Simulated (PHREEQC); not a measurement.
# Hard or scaling water: an equilibrium model

Solution (55 °C): 0.17 mmol/kgw Ca(HCO3)2, 0.044 mmol/kgw CO2 and 40 mmol/kgw KCl. Closed to the air; pH follows from the charge balance.

Equilibrium calculation in PHREEQC: ion-association model, phreeqc.dat.

This is a speciation only: nothing precipitates in the calculation.

What pH, specific conductance does the model give?

pH 7.07; specific conductance 9310 µS/cm.

In which forms is C present?

HCO3- 88 %, CO2 12 % of the C.

At this temperature some constants are extrapolated from 25 °C, and those without enthalpy data are left unchanged.
